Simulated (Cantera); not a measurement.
Charge: 1 mol HI, 0.11 mol H2O, 1.1 mol H2, at 450000 Pa.

Equilibrium computed with Cantera from the NASA thermochemical tables; the gas is ideal and each condensed phase is pure. Candidate condensed phases: H2O, I2; 25 gas species. Ions and electrons are included (thermal ionisation). The numbers say what is thermodynamically allowed, not how fast it happens. All values below are at 2500 K.

Base state: H2 0.564, I 0.285, HI 0.0972, H2O 0.0423, H 0.00890, I2 0.00161, OH 0.000138 (mole fractions); condensed: gas only.

### Question
What changes in the equilibrium state with this change: H2O from 0.11 to 7.2 mol?

### Answer
```json
[
 {"species": "H2O", "before": "0.0423", "after": "0.732"},
 {"species": "H2", "before": "0.564", "after": "0.156"},
 {"species": "I", "before": "0.285", "after": "0.0865"},
 {"species": "HI", "before": "0.0972", "after": "0.0155"},
 {"species": "O2", "before": "4.42e-8", "after": "0.000172"},
 {"species": "O", "before": "1.44e-6", "after": "8.96e-5"}
]
```

### Question
What changes in the equilibrium state with this change: HI replaced by CS2?

### Answer
```csv
species,before,after
H2,0.564,0.424
CS2,0,0.223
CS,0,0.136
I,0.285,0
HI,0.0972,0
S2,0,0.0759
H2S,0,0.0493
CO,0,0.0448
SH,0,0.0311
H2O,0.0423,2.59e-6
S,0,0.00569
C2H2 (acetylene),0,0.00295
I2,0.00161,0
COS,0,0.000206
```
Further candidate phases: C, C6H6, C7H8, C8H18, H2SO4, S.
